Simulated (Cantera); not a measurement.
A closed system holds: 1 mol Al(CH3)3, 0.81 mol N2, held at 2073.15 K and 24000 Pa.

Equilibrium computed with Cantera from the NASA thermochemical tables; the gas is ideal and each condensed phase is pure. The feed counts by its element totals alone. Equilibrium is a limit: real reactors are often held back by kinetics, nucleation or transport.

| species | before | after |
|---|---|---|
| H2 | 0.923 | 0.659 |
| Al | 0.00265 | 0.153 |
| N2 | 0.0630 | 0.122 |
| H | 0.00516 | 0.0585 |
| CH4 | 7.19e-5 | 2.04e-7 |
| CN | 7.26e-7 | 1.35e-5 |
| AlH | 0.000299 | 0.00109 |
| C2H2 (acetylene) | 0.00113 | 0.000809 |
| HCN | 0.00469 | 0.00551 |
| HNC | 0.000303 | 0.000356 |
| AlN(s), mol | 0.986 | 0 |
| C(graphite), mol | 2.96 | 2.95 |
Gas species are given as mole fractions.

Problem. Name the change that produced these shifts.
A) pressure from 24000 Pa to 133 Pa
B) temperature from 2073.15 K to 1673 K
C) temperature from 2073.15 K to 1275 K
D) temperature from 2073.15 K to 1973 K

Solution. A, pressure from 24000 Pa to 133 Pa
